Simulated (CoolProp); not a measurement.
Oxygen at 389.03 K and 1.89 MPa is throttled through a valve to 0.676 MPa with no heat exchange. Each further row changes one setting.

Model: reference Helmholtz-energy equation of state, Schmidt 1985, in CoolProp.

```json
[
 {"case": "as stated", "temperature change (K)": "-1.8", "final density (kg/m³)": "6.72"},
 {"case": "outlet pressure 0.203 MPa", "temperature change (K)": "-2.5", "final density (kg/m³)": "2.02"},
 {"case": "outlet pressure 0.879 MPa", "temperature change (K)": "-1.5", "final density (kg/m³)": "8.73"}
]
```

Above 300 K oxygen's equation is extrapolated.
